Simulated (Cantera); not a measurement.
**NO annealing gas**

An isothermal, constant-pressure homogeneous reactor starts with 59.5 % NO, 40.5 % N2, at 1873 K and 1.00 atm.

Computed with Cantera and GRI-Mech 3.0 (53 species, 325 reactions).

```csv
t (s),x NO,x NO2,x N2,x N2O,x O2,x O
0.000500,0.595,7.77e-5,0.405,6.15e-5,4.88e-6,9.30e-6
0.00146,0.595,0.000193,0.405,0.000120,6.93e-5,1.88e-5
0.00429,0.594,0.000250,0.405,0.000154,0.000487,2.33e-5
0.0126,0.591,0.000269,0.407,0.000154,0.00184,2.50e-5
0.0368,0.583,0.000314,0.411,0.000149,0.00576,2.91e-5
0.108,0.561,0.000407,0.422,0.000137,0.0169,3.83e-5
0.316,0.502,0.000540,0.451,0.000108,0.0463,5.55e-5
0.926,0.374,0.000598,0.515,5.90e-5,0.110,8.08e-5
2.71,0.193,0.000412,0.606,1.55e-5,0.201,0.000107
7.95,0.0577,0.000142,0.673,1.63e-6,0.269,0.000123
23.3,0.0129,3.32e-5,0.696,3.69e-7,0.291,0.000127
68.3,0.00614,1.58e-5,0.699,3.20e-7,0.294,0.000128
200,0.00591,1.52e-5,0.699,3.19e-7,0.295,0.000128
```
x: mole fraction; the columns are a selection and need not sum to one.

Equilibrium at this temperature and pressure: NO 0.00591, NO2 1.52e-5, N2 0.699, N2O 3.19e-7, O2 0.295, O 0.000128 (gas phase only).
